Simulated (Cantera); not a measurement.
## Reactions in the system H-O-Sr

Cantera with NASA thermochemical tables; ideal gases at 1 bar, condensed phases pure. Values are per mole of reaction as written; species without (g) are pure solids or liquids, kept so even where they would boil at 1 bar.

H₂(g) + O(g) + SrO = Sr(OH)₂

```
T (K)  ΔH° (kJ)  ΔS° (J/K)  ΔG° (kJ)  log10 K    condensed phases
-----  --------  ---------  --------  -------  ------------------
300      -626.1     -250.3    -551.0    95.93  SrO(s), Sr(OH)₂(s)
1875     -551.1     -180.4    -212.8     5.93  SrO(s), Sr(OH)₂(l)
1950     -548.1     -178.9    -199.3     5.34  SrO(s), Sr(OH)₂(l)
2025     -545.1     -177.4    -186.0     4.80  SrO(s), Sr(OH)₂(l)
2100     -542.2     -175.9    -172.7     4.30  SrO(s), Sr(OH)₂(l)
2175     -539.4     -174.6    -159.6     3.83  SrO(s), Sr(OH)₂(l)
2250     -536.6     -173.3    -146.5     3.40  SrO(s), Sr(OH)₂(l)
2325     -533.8     -172.1    -133.6     3.00  SrO(s), Sr(OH)₂(l)
2400     -531.1     -171.0    -120.7     2.63  SrO(s), Sr(OH)₂(l)
2475     -528.5     -169.9    -107.9     2.28  SrO(s), Sr(OH)₂(l)
2550     -525.9     -168.9     -95.2     1.95  SrO(s), Sr(OH)₂(l)
2625     -523.4     -167.9     -82.6     1.64  SrO(s), Sr(OH)₂(l)
```
